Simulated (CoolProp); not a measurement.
Ethanol at 428.12 K and 0.635 MPa is throttled through a valve to 0.388 MPa with no heat exchange. Each further row changes one setting.

Values from CoolProp's reference Helmholtz-energy equation of state, Schroeder 2014.

```
case                       temperature change (K)  final density (kg/m³)
-------------------------  ----------------------  ---------------------
as stated                              (withheld)             (withheld)
outlet pressure 0.116 MPa              (withheld)                   1.58
outlet pressure 0.504 MPa              (withheld)                   7.03
```

**Question.** Some entries are withheld; supply them.

**Answer.** 
- as stated, temperature change (K): -6.2
- as stated, final density (kg/m³): 5.37
- outlet pressure 0.116 MPa, temperature change (K): -13.5
- outlet pressure 0.504 MPa, temperature change (K): -3.2
